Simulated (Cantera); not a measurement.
Standard-state values (1 bar) from the NASA 1993 polynomials, evaluated with Cantera. Values are per mole of reaction as written; species without (g) are pure solids or liquids, kept so even where they would boil at 1 bar.

### Question
Between 300 and 1525 K, where is each reaction favourable under standard conditions?
- SO2(g) + 3 Pb(g) = 2 PbO + PbS

### Answer
- SO2(g) + 3 Pb(g) = 2 PbO + PbS: ΔG° is -661 kJ at 300 K and -67 kJ at 1525 K; it stays negative (K > 1). ΔH° is -685 kJ and ΔS° -405 J/K at 1525 K.
